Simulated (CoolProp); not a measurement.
A Linde-Hampson liquefier for oxygen: isothermal reversible compression at 200 K from 1 atm to 10 MPa, throttling to 1 atm, return gas leaving the recuperator 0 K below the feed. Each further row changes one setting.

Computed with CoolProp (reference Helmholtz-energy equation of state, Schmidt 1985).

```json
[
 {"case": "as stated", "liquid yield per pass": "(withheld)", "compression work (kJ/kg of gas)": "223"},
 {"case": "high pressure 20 MPa", "liquid yield per pass": "(withheld)", "compression work (kJ/kg of gas)": "(withheld)"},
 {"case": "warm-end temperature 230 K", "liquid yield per pass": "(withheld)", "compression work (kJ/kg of gas)": "(withheld)"},
 {"case": "warm-end gap 5 K", "liquid yield per pass": "(withheld)", "compression work (kJ/kg of gas)": "223"}
]
```

Question: Some entries are withheld; supply them.

Answer: 
- as stated, liquid yield per pass: 0.195
- high pressure 20 MPa, liquid yield per pass: 0.337
- high pressure 20 MPa, compression work (kJ/kg of gas): 246
- warm-end temperature 230 K, liquid yield per pass: 0.123
- warm-end temperature 230 K, compression work (kJ/kg of gas): 264
- warm-end gap 5 K, liquid yield per pass: 0.183
